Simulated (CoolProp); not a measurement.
Vapour-liquid equilibrium of ethane (1) + n-butane (2) at 236.1 K; x and y are mole fractions of (1).

The numbers come from the multi-fluid Helmholtz-energy mixture model, Bücker 2006 and Bücker 2006; pair parameters Kunz 2012 in CoolProp.

Task: Give the bubble pressure and the first vapour's composition at x = 0.05, 0.875, 0.95. Is there an azeotrope?

Result: x = 0.05: 0.05699 MPa, y = 0.666; x = 0.875: 0.7383 MPa, y = 0.995; x = 0.95: 0.8069 MPa, y = 0.998. No azeotrope shows between x = 0.05 and 0.95.

Pair parameters are fitted to limited data, so mixtures are less certain than the pure fluids.
